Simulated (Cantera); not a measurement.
Thermodynamics of hydrogen reduction and annealing atmospheres, feed PbO + H₂ + H₂O

A closed system holds: 1 mol PbO, a varied amount of H₂, 0.79 mol H₂O, held at 1.40 bar.

Method: chemical equilibrium by Gibbs-energy minimisation in Cantera with the NASA 1993 tables (ideal gas, pure condensed phases). Candidate condensed phases: H₂O, Pb, PbO, PbO₂, Pb₃O₄; 12 gas species. Kinetics and transport are ignored.

Stable condensed phases:

```
T in °C \ n(H₂) in mol
           67   95  130  190  270  380  530  750 1100 1500 2100
   1827     A    A    A    A    A    A    A    A    A    A    A
   1727     A    A    A    A    A    A    A    A    A    A    A
   1627     A    A    A    A    A    A    A    A    A    A    A
   1527     A    A    A    A    A    A    A    A    A    A    A
   1427     A    A    A    A    A    A    A    A    A    A    A
   1327     A    A    A    A    A    A    A    A    A    A    A
   1227     A    A    A    A    A    A    A    A    A    A    A
   1127     B    B    B    A    A    A    A    A    A    A    A
   1027     B    B    B    B    B    B    B    A    A    A    A
    927     B    B    B    B    B    B    B    B    B    B    B
    827     B    B    B    B    B    B    B    B    B    B    B
```

A: gas only; B: Pb.
